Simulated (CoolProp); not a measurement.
1-butene at several states: density (kg/m³) from the reference equation and from simpler models built on Tc = 146.1 °C, pc = 4006 kPa, ω = 0.192; each cubic takes its own stable root.

Computed with CoolProp (reference Helmholtz-energy equation of state, Lemmon 2005). It is a short technical equation, of lower accuracy than the large ones.

```json
[
 {"T (°C)": "25.25", "p (kPa)": "1390", "phase": "liquid", "reference": "589.9", "Redlich-Kwong": "530.2", "Soave-Redlich-Kwong": "545.4", "Peng-Robinson": "617.3"},
 {"T (°C)": "139.35", "p (kPa)": "72.8", "phase": "gas", "reference": "1.199", "Redlich-Kwong": "1.199", "Soave-Redlich-Kwong": "1.199", "Peng-Robinson": "1.200"},
 {"T (°C)": "-75.15", "p (kPa)": "10.8", "phase": "liquid", "reference": "700.3", "Redlich-Kwong": "638.1", "Soave-Redlich-Kwong": "644.7", "Peng-Robinson": "724.9"},
 {"T (°C)": "-111.15", "p (kPa)": "1090", "phase": "liquid", "reference": "738.6", "Redlich-Kwong": "668.1", "Soave-Redlich-Kwong": "671.1", "Peng-Robinson": "752.6"}
]
```
